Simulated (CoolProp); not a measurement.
Vapour-liquid equilibrium of R125 (1) + R115 (2) at 0.189 MPa; x and y are mole fractions of (1).

Model: multi-fluid Helmholtz-energy mixture model, Lemmon 2005 and Lemmon 2016; pair parameters Bell 2016, in CoolProp.

```
x      bubble temperature, mixture model (K)  bubble temperature, Raoult's law (K)  y, mixture model  y, Raoult's law
-----  -------------------------------------  ------------------------------------  ----------------  ---------------
0.05                                   246.8                                 248.2             0.118            0.074
0.125                                  244.4                                 247.3             0.251            0.178
0.2                                    242.7                                 246.4             0.350            0.275
0.275                                  241.3                                 245.5             0.428            0.365
0.35                                   240.3                                 244.7             0.492            0.450
0.425                                  239.6                                 243.9             0.548            0.529
0.5                                    239.0                                 243.1             0.598            0.603
0.575                                  238.5                                 242.4             0.646            0.672
0.65                                   238.2                                 241.7             0.694            0.738
0.725                                  238.0                                 241.0             0.744            0.800
0.8                                    237.9                                 240.3             0.799            0.859
0.875                                  238.0                                 239.7             0.863            0.914
0.95                                   238.3                                 239.1             0.939            0.966
```

The largest gap from Raoult's law is -4.4 K in bubble temperature, at x = 0.35. y crosses x between x = 0.725 and 0.8: the model has an azeotrope there.

The pair parameters rest on a limited set of measurements; away from them the model extrapolates.
